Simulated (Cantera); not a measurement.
Charge: 1 mol CCl₄, 1.5 mol F₂, 12 mol H₂, held at 10.0 mbar.

Method: chemical equilibrium by Gibbs-energy minimisation in Cantera with the NASA 1993 tables (ideal gas, pure condensed phases). Candidate condensed phases: C, C₆H₆, C₇H₈, C₈H₁₈; 135 gas species. Ions and electrons are included (thermal ionisation). Rates play no part. All values below are at 2977 °C.

Base state: H 0.678, Cl 0.133, HF 0.0955, H₂ 0.0447, F 0.0136, HCl 0.0131, C 0.0113, C₃ 0.00554 (mole fractions); condensed: gas only.

### Question
What changes in the equilibrium state with this change: F₂ from 1.5 to 0.052 mol?

### Answer
| species | before | after |
|---|---|---|
| H | 0.678 | 0.767 |
| Cl | 0.133 | 0.135 |
| H₂ | 0.0447 | 0.0571 |
| HF | 0.0955 | 0.00345 |
| F | 0.0136 | 0.000436 |
| HCl | 0.0131 | 0.0150 |
| C | 0.0113 | 0.0114 |
| CF | 0.000631 | 2.04e-5 |
| C₂H₂ (acetylene) | 0.000334 | 0.000439 |
| C₂H | 0.00121 | 0.00141 |
| CH | 7.33e-5 | 8.40e-5 |
| C₅ | 1.26e-5 | 1.35e-5 |
